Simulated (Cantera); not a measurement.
A perfectly stirred reactor is fed with 9.38 % H₂, 58.6 % O₂, 29.9 % N₂, 2.11 % H₂O, at 20.0 Torr; it is held at 1250 K, and followed from long to short residence time.

Model: the H2/O2 subset of GRI-Mech 3.0, which has no nitrogen chemistry, integrated in Cantera. Radical loss at walls, strong at low pressure, is not modelled. The temperature is held fixed by assumption; the heat of reaction is taken as removed at once.

x: mole fraction; the columns are a selection and need not sum to one.

```tsv
τ (s)	x H₂	x O₂	x H₂O₂	x H	x HO₂	x OH
5.8	7.48e-5	0.565	9.60e-8	2.46e-5	1.24e-6	0.000706
0.97	0.000236	0.564	1.69e-7	0.000147	2.76e-6	0.00128
0.16	0.000729	0.562	2.62e-7	0.000853	4.97e-6	0.00232
0.027	0.00208	0.554	3.41e-7	0.00429	7.04e-6	0.00400
0.0045	___	0.542	___	___	7.98e-6	___
0.00075	___	0.538	___	___	7.93e-6	___
0.00012	0.0515	0.560	4.09e-7	0.0155	6.69e-6	0.00705
```

Q: Some entries are withheld; supply them.

A: 
- 0.0045, x H₂: 0.00534
- 0.0045, x H₂O₂: 3.76e-7
- 0.0045, x H: 0.0145
- 0.0045, x OH: 0.00611
- 0.00075, x H₂: 0.0144
- 0.00075, x H₂O₂: 4.50e-7
- 0.00075, x H: 0.0238
- 0.00075, x OH: 0.00802
